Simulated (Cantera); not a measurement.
trisilylamine + NH3 + N2 (silicon nitride deposition)

A closed system holds: 1 mol trisilylamine, a varied amount of NH3, 1 mol N2, held at 900 K and 32.0 mbar.

Method: chemical equilibrium by Gibbs-energy minimisation in Cantera with the NASA 1993 tables (ideal gas, pure condensed phases). Candidate condensed phases: Si, Si3N4; 18 gas species. The feed counts by its element totals alone. Equilibrium is a limit: real reactors are often held back by kinetics, nucleation or transport.

From 0.36 mol NH3 to 0.76 mol NH3 the condensed part is Si(s) + Si3N4(s). From 1.1 mol NH3 to 7.6 mol NH3 the condensed part is Si3N4(s).

```json
[
 {"n(NH3) (mol)": "0.36", "x H2": "1.00", "x N2": "3.48e-12", "x NH3": "7.23e-11", "x SiH4": "9.67e-9", "n Si(s)": "0.480", "n Si3N4(s)": "0.840"},
 {"n(NH3) (mol)": "0.52", "x H2": "1.00", "x N2": "3.48e-12", "x NH3": "7.23e-11", "x SiH4": "9.67e-9", "n Si(s)": "0.360", "n Si3N4(s)": "0.880"},
 {"n(NH3) (mol)": "0.76", "x H2": "1.00", "x N2": "3.48e-12", "x NH3": "7.23e-11", "x SiH4": "9.67e-9", "n Si(s)": "0.180", "n Si3N4(s)": "0.940"},
 {"n(NH3) (mol)": "1.1", "x H2": "0.992", "x N2": "0.00806", "x NH3": "3.44e-6", "x SiH4": "<1e-12", "n Si(s)": "0", "n Si3N4(s)": "1.00"},
 {"n(NH3) (mol)": "1.6", "x H2": "0.958", "x N2": "0.0417", "x NH3": "7.42e-6", "x SiH4": "<1e-12", "n Si(s)": "0", "n Si3N4(s)": "1.00"},
 {"n(NH3) (mol)": "2.4", "x H2": "0.920", "x N2": "0.0795", "x NH3": "9.65e-6", "x SiH4": "<1e-12", "n Si(s)": "0", "n Si3N4(s)": "1.00"},
 {"n(NH3) (mol)": "3.5", "x H2": "0.886", "x N2": "0.114", "x NH3": "1.09e-5", "x SiH4": "<1e-12", "n Si(s)": "0", "n Si3N4(s)": "1.00"},
 {"n(NH3) (mol)": "5.2", "x H2": "0.854", "x N2": "0.146", "x NH3": "1.17e-5", "x SiH4": "<1e-12", "n Si(s)": "0", "n Si3N4(s)": "1.00"},
 {"n(NH3) (mol)": "7.6", "x H2": "0.828", "x N2": "0.172", "x NH3": "1.21e-5", "x SiH4": "<1e-12", "n Si(s)": "0", "n Si3N4(s)": "1.00"}
]
```
x: gas mole fraction; n: condensed amount in mol.
